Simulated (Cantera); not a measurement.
Source: NASA polynomial tables (part measured, part estimated), evaluated in Cantera. Values are per mole of reaction as written; species without (g) are pure solids or liquids, kept so even where they would boil at 1 bar.

2 Mg(g) + S2(g) ⇌ 2 MgS, with ΔH° = -1114.0 kJ and ΔS° = -424.8 J/K at 300 K.

### Question
How far is the shortcut ΔG° ≈ ΔH°(300 K) − T·ΔS°(300 K) from the full temperature-dependent value at 475, 575, 675, 775, 875, 975 K?

### Answer
```
T (K)  shortcut (kJ)  full (kJ)  difference (kJ)  difference in log10 K
-----  -------------  ---------  ---------------  ---------------------
475           -912.2     -913.0              0.8                  -0.09
575           -869.7     -871.6              1.9                  -0.17
675           -827.3     -830.6              3.4                  -0.26
775           -784.8     -790.0              5.2                  -0.35
875           -742.3     -749.6              7.3                  -0.44
975           -699.8     -709.6              9.7                  -0.52
```
The shortcut ignores the heat-capacity change of the reaction.
